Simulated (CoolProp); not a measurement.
R507A at 293.15 K and 14.5 MPa flows at 0.14 m/s in a round tube of 12.7 mm bore and 1.5 µm roughness, fully developed (64/Re and Nu = 3.66 if laminar; Colebrook and Gnielinski if turbulent). Each further row changes one setting.

The numbers come from the reference Helmholtz-energy equation of state, Lemmon 2003 in CoolProp. It is a pseudo-pure fit of the blend.

| case | Reynolds number | Darcy friction factor | pressure drop (Pa/m) | heat-transfer coefficient (W/(m² K)) | mass flow (kg/h) |
|---|---|---|---|---|---|
| as stated | 11000 | 0.0303 | 27.2 | 387 | 74.3 |
| velocity 0.28 m/s | 22000 | 0.0256 | 91.8 | 713 | 149 |
| diameter 25.4 mm | 22000 | 0.0254 | 11.4 | 355 | 297 |

Viscosity comes from a separate model (Geller 2000). Thermal conductivity comes from a separate model (Geller 2001).
